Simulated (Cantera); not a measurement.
**Hydrocarbon pyrolysis for carbon deposition**

A perfectly stirred reactor is fed with C₂H₆ : N₂ = 1 : 12 (molar parts), at 3800 Pa; it is held at 1825 K, and followed from long to short residence time.

Detailed kinetics in Cantera: GRI-Mech 3.0 (53 species, 325 reactions). GRI-Mech 3.0 stops at C3 and has no aromatics, soot or wall deposition, so with more carbon than oxygen in the feed, carbon stays in small species such as C2H2 where larger ones or solid carbon would form. Radical loss at walls, strong at low pressure, is not modelled.

| τ (s) | x C₂H₆ | x H | x C₂H₂ | x C₂H | x HCN | x H₂ |
|---|---|---|---|---|---|---|
| 21 | 3.36e-7 | 0.000875 | 0.0656 | 4.23e-6 | 0.00135 | 0.132 |
| 6.0 | 1.14e-6 | 0.000923 | 0.0656 | 4.49e-6 | 0.000794 | 0.131 |
| 1.7 | 3.89e-6 | 0.000988 | 0.0653 | 4.83e-6 | 0.000469 | 0.130 |
| 0.48 | 1.33e-5 | 0.00106 | 0.0645 | 5.23e-6 | 0.000272 | 0.127 |
| 0.14 | 4.37e-5 | 0.00114 | 0.0631 | 5.68e-6 | 0.000156 | 0.123 |
| 0.039 | 0.000150 | 0.00124 | 0.0605 | 6.24e-6 | 8.55e-5 | 0.116 |
| 0.011 | 0.000500 | 0.00135 | 0.0558 | 6.93e-6 | 4.63e-5 | 0.106 |
| 0.0031 | 0.00165 | 0.00148 | 0.0475 | 7.51e-6 | 2.46e-5 | 0.0906 |
| 0.00088 | 0.00536 | 0.00154 | 0.0335 | 7.18e-6 | 1.27e-5 | 0.0695 |
x: mole fraction; the columns are a selection and need not sum to one.
